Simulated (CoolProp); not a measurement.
Saturated liquid density (kg/m³) of the fluoroketone C6F12O (FK-5-1-12): the reference equation beside estimates from Tc = 441.8 K, pc = 1869 kPa, ω = 0.471. Rackett uses Z = 0.29056 − 0.08775 ω.

Model: reference Helmholtz-energy equation of state, McLinden 2015, in CoolProp.

```json
[
 {"T (K)": "299.5", "reference": "1598", "Rackett": "1763", "van der Waals": "935.2", "Redlich-Kwong": "1361"},
 {"T (K)": "303", "reference": "1588", "Rackett": "1750", "van der Waals": "929.0", "Redlich-Kwong": "1350"},
 {"T (K)": "306.6", "reference": "1576", "Rackett": "1737", "van der Waals": "922.6", "Redlich-Kwong": "1339"},
 {"T (K)": "310.1", "reference": "1566", "Rackett": "1725", "van der Waals": "916.3", "Redlich-Kwong": "1328"},
 {"T (K)": "313.6", "reference": "1555", "Rackett": "1712", "van der Waals": "909.9", "Redlich-Kwong": "1317"},
 {"T (K)": "317.2", "reference": "1543", "Rackett": "1698", "van der Waals": "903.2", "Redlich-Kwong": "1305"},
 {"T (K)": "320.7", "reference": "1532", "Rackett": "1685", "van der Waals": "896.6", "Redlich-Kwong": "1293"},
 {"T (K)": "324.3", "reference": "1520", "Rackett": "1671", "van der Waals": "889.7", "Redlich-Kwong": "1281"},
 {"T (K)": "327.8", "reference": "1509", "Rackett": "1657", "van der Waals": "882.8", "Redlich-Kwong": "1268"},
 {"T (K)": "331.4", "reference": "1496", "Rackett": "1643", "van der Waals": "875.7", "Redlich-Kwong": "1255"},
 {"T (K)": "334.9", "reference": "1484", "Rackett": "1629", "van der Waals": "868.6", "Redlich-Kwong": "1243"},
 {"T (K)": "338.5", "reference": "1472", "Rackett": "1615", "van der Waals": "861.2", "Redlich-Kwong": "1229"},
 {"T (K)": "342", "reference": "1460", "Rackett": "1600", "van der Waals": "853.8", "Redlich-Kwong": "1216"},
 {"T (K)": "345.6", "reference": "1447", "Rackett": "1585", "van der Waals": "846.1", "Redlich-Kwong": "1202"},
 {"T (K)": "349.1", "reference": "1434", "Rackett": "1570", "van der Waals": "838.5", "Redlich-Kwong": "1189"}
]
```

Absolute difference from the reference over all 15 rows, mean and median: Rackett 9.9 and 9.9 %, van der Waals 41.5 and 41.5 %, Redlich-Kwong 15.8 and 15.7 %.
